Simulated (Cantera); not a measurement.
# Equilibrium for roasting and sulfation: FeS₂ + H₂S + CO₂

Charge: 1 mol FeS₂, 0.76 mol H₂S, 1.5 mol CO₂, at 1025 K and 20.0 mbar.

Cantera equilibrium calculation (NASA polynomials, part measured and part estimated; ideal gas, pure solids and liquids). Candidate condensed phases: C, C₆H₆, C₇H₈, C₈H₁₈, Fe, Fe(CO)₅, FeO, Fe(OH)₂, Fe(OH)₃, FeS, FeSO₄, FeS₂, Fe₂O₃, Fe₂(SO₄)₃, Fe₃O₄, H₂O, H₂SO₄, S; 127 gas species. FeS: taken at fixed stoichiometry. Gases not in the tables: S₃ to S₇. The numbers say what is thermodynamically allowed, not how fast it happens.

```json
{
 "x(CO₂)": "0.424",
 "x(S₂)": "0.220",
 "x(H₂S)": "0.149",
 "x(H₂O)": "0.0918",
 "x(CO)": "0.0765",
 "x(H₂)": "0.0215",
 "x(COS)": "0.0167",
 "x(SO₂)": "0.000808",
 "x(S₂O)": "0.000198",
 "n(FeS(s))": "1.00 mol",
 "gas_amount": "2.901 mol",
 "log10 activity of S(l) (absent)": "-1.61",
 "log10 activity of Fe(α) (absent)": "-3.71",
 "log10 activity of C(graphite) (absent)": "-4.02"
}
```
